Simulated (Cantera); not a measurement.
An adiabatic, constant-volume homogeneous reactor starts with CH₃OH : O₂ : N₂ = 1 : 2.14 : 8.06 (molar parts), equivalence ratio 0.70, at 1225 K and 9000 Torr. Integrator tolerance rtol = 1e-08.

Cantera simulation using GRI-Mech 3.0 (53 species, 325 reactions); the numbers are that mechanism's predictions, not measurements. GRI-Mech 3.0 was tuned for natural gas; its chemistry of methanol as a main component is partial and can be far from experiment. The pressure lies above the range GRI-Mech 3.0 was tuned for (to about 10 atm).

### Question
What does this change do: 0.52 parts CO2 added?

### Answer
```
quantity                                                              before                                      after
---------------------------------  -----------------------------------------  -----------------------------------------
time of steepest temperature rise                                   0.916 ms                                   0.922 ms
temperature at 9.00 s                                                 2793 K                                     2710 K
equilibrium temperature                                               2793 K                                     2710 K
x(CH₃OH) at 9.00 s                     <1e-12 (gas-phase equilibrium <1e-12)      <1e-12 (gas-phase equilibrium <1e-12)
x(O₂) at 9.00 s                        0.0481 (gas-phase equilibrium 0.0481)      0.0478 (gas-phase equilibrium 0.0478)
x(NO) at 9.00 s                        0.0162 (gas-phase equilibrium 0.0162)      0.0140 (gas-phase equilibrium 0.0140)
x(HCN) at 9.00 s                   4.48e-10 (gas-phase equilibrium 4.48e-10)  2.81e-10 (gas-phase equilibrium 2.81e-10)
x(H₂O) at 9.00 s                         0.160 (gas-phase equilibrium 0.160)        0.155 (gas-phase equilibrium 0.155)
x(H) at 9.00 s                     0.000803 (gas-phase equilibrium 0.000803)  0.000509 (gas-phase equilibrium 0.000509)
x(CO₂) at 9.00 s                       0.0751 (gas-phase equilibrium 0.0751)        0.113 (gas-phase equilibrium 0.113)
```

### Question
What does this change do: pressure from 9000 Torr to 5100 Torr?

### Answer
| quantity | before | after |
|---|---|---|
| time of steepest temperature rise | 0.916 ms | 1.38 ms |
| temperature at 9.00 s | 2793 K | 2767 K |
| equilibrium temperature | 2793 K | 2767 K |
| x(CH₃OH) at 9.00 s | <1e-12 (gas-phase equilibrium <1e-12) | <1e-12 (gas-phase equilibrium <1e-12) |
| x(O₂) at 9.00 s | 0.0481 (gas-phase equilibrium 0.0481) | 0.0489 (gas-phase equilibrium 0.0489) |
| x(NO) at 9.00 s | 0.0162 (gas-phase equilibrium 0.0162) | 0.0157 (gas-phase equilibrium 0.0157) |
| x(HCN) at 9.00 s | 4.48e-10 (gas-phase equilibrium 4.48e-10) | 3.81e-10 (gas-phase equilibrium 3.81e-10) |
| x(H₂O) at 9.00 s | 0.160 (gas-phase equilibrium 0.160) | 0.158 (gas-phase equilibrium 0.158) |
| x(H) at 9.00 s | 0.000803 (gas-phase equilibrium 0.000803) | 0.00107 (gas-phase equilibrium 0.00107) |
| x(CO₂) at 9.00 s | 0.0751 (gas-phase equilibrium 0.0751) | 0.0734 (gas-phase equilibrium 0.0734) |
